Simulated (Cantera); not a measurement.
A Cantera script and what it prints.

```python
import numpy as np
import cantera as ct

gas_names = [...]  # 109 gases of nasa_gas.yaml made of C, Cl, H, Si
cond_names = """
    C(gr) C6H6(L) C7H8(L) C8H18(L),n-octa Si(cr) Si(L) SiC(b)
""".split()


# ... load() reads the species with a 1 bar reference pressure and builds the phases ...
atoms = {
    'SiHCl3': {'Si': 1, 'H': 1, 'CL': 3},
    'C3H8': {'C': 3, 'H': 8},
    'H2': {'H': 2},
}
top_T = {'C(gr)': 4500, 'SiC(b)': 3050}  # K; cautious upper limits of use, not melting points


# ... equilibrate(T, P, feed) seeds the gas with the atoms and calls Mixture.equilibrate('TP', solver="vcs", rtol=1e-11, max_steps=5000) ...
results = []
feed = {'SiHCl3': 1, 'C3H8': 0.83, 'H2': 21}  # mol
P = 130  # Pa
for T in [1498, 1548, 1598, 1648, 1698, 1748, 1798, 1848, 1898, 1948, 1998, 2048, 2098]:
    mix = equilibrate(T, P, feed)
    results.append((T, P, feed, dict(zip(mix.species_names, mix.species_moles))))

top = {s: max(r[3][s] / sum(r[3][g] for g in gas_names) for r in results) for s in gas_names}
cols = sorted((s for s in top if top[s] > 1e-06), key=lambda s: -top[s])[:5]
seen = [c for c in cond_names if any(r[3].get(c, 0) > 1e-12 for r in results)]
print("log10 of partial pressures in bar; condensed amounts in mol")
print(f"{'T/K':>10s}" + "".join(f"{s[:9]:>10s}" for s in cols + seen))
for T, P, feed, n in results:
    ng = sum(n[g] for g in gas_names)
    print(f"{T:10.4g}" + "".join(f"{np.log10(max(n[s] / ng * P / 1e5, 1e-99)):10.3f}" for s in cols)
          + "".join(f"{n.get(c, 0):10.4g}" for c in seen))
```

It prints:

```
log10 of partial pressures in bar; condensed amounts in mol
       T/K        H2       HCL         H        Si        CL     C(gr)    SiC(b)
      1498    -2.939    -3.832    -6.234   -10.139    -7.221     1.498    0.9911
      1548    -2.939    -3.833    -5.981    -9.556    -6.973       1.5    0.9888
      1598    -2.939    -3.834    -5.743    -9.010    -6.740     1.502    0.9863
      1648    -2.939    -3.836    -5.520    -8.498    -6.522     1.505    0.9833
      1698    -2.940    -3.837    -5.310    -8.016    -6.316     1.507    0.9799
      1748    -2.941    -3.840    -5.112    -7.562    -6.123     1.509    0.9758
      1798    -2.942    -3.843    -4.925    -7.133    -5.941     1.511    0.9706
      1848    -2.945    -3.847    -4.748    -6.728    -5.769     1.514    0.9634
      1898    -2.948    -3.853    -4.581    -6.344    -5.608      1.52    0.9521
      1948    -2.952    -3.860    -4.423    -5.981    -5.456     1.531    0.9324
      1998    -2.958    -3.869    -4.274    -5.636    -5.313     1.555    0.8953
      2048    -2.967    -3.882    -4.133    -5.307    -5.179     1.606    0.8227
      2098    -2.979    -3.899    -4.001    -4.995    -5.055     1.711    0.6788
```

These are equilibrium values from Cantera (NASA tables, ideal gas, pure condensed phases), not measurements of a reactor. The tables' values for SiCl are old estimates; treat these amounts as uncertain. Gases not in the tables: Si2H6 and higher silanes.
